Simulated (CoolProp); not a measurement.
Vapour-liquid equilibrium of propylene (1) + R22 (2) at 275.3 K; x and y are mole fractions of (1).

Model: multi-fluid Helmholtz-energy mixture model, Lemmon 2013 and Kamei 1995; pair parameters Bell 2016, in CoolProp.

Q: Give the bubble pressure and the first vapour's composition at x = 0.45, 0.65, 0.95. Is there an azeotrope?

A: x = 0.45: 6.228 bar, y = 0.490; x = 0.65: 6.358 bar, y = 0.661; x = 0.95: 6.277 bar, y = 0.944. y crosses x between x = 0.65 and 0.75: the model has an azeotrope there.

The pair parameters rest on a limited set of measurements; away from them the model extrapolates.
